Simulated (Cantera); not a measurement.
## Reactions in the system Cr-H-N-O

Source: NASA polynomial tables (part measured, part estimated), evaluated in Cantera. Values are per mole of reaction as written; species without (g) are pure solids or liquids, kept so even where they would boil at 1 bar.

H₂O₂(g) + 2 Cr₂N = H₂(g) + 4 Cr + 2 NO(g)

```json
[
 {"T (K)": "950", "ΔH° (kJ)": "563.7", "ΔS° (J/K)": "273.9", "ΔG° (kJ)": "303.6", "log10 K": "-16.69"},
 {"T (K)": "1025", "ΔH° (kJ)": "562.4", "ΔS° (J/K)": "272.5", "ΔG° (kJ)": "283.1", "log10 K": "-14.42"},
 {"T (K)": "1100", "ΔH° (kJ)": "561.1", "ΔS° (J/K)": "271.3", "ΔG° (kJ)": "262.7", "log10 K": "-12.47"},
 {"T (K)": "1175", "ΔH° (kJ)": "559.8", "ΔS° (J/K)": "270.2", "ΔG° (kJ)": "242.4", "log10 K": "-10.77"},
 {"T (K)": "1250", "ΔH° (kJ)": "558.6", "ΔS° (J/K)": "269.2", "ΔG° (kJ)": "222.1", "log10 K": "-9.28"},
 {"T (K)": "1325", "ΔH° (kJ)": "557.5", "ΔS° (J/K)": "268.3", "ΔG° (kJ)": "202.0", "log10 K": "-7.96"},
 {"T (K)": "1400", "ΔH° (kJ)": "556.5", "ΔS° (J/K)": "267.6", "ΔG° (kJ)": "181.9", "log10 K": "-6.79"},
 {"T (K)": "1475", "ΔH° (kJ)": "555.7", "ΔS° (J/K)": "267.0", "ΔG° (kJ)": "161.8", "log10 K": "-5.73"},
 {"T (K)": "1550", "ΔH° (kJ)": "555.0", "ΔS° (J/K)": "266.6", "ΔG° (kJ)": "141.8", "log10 K": "-4.78"}
]
```
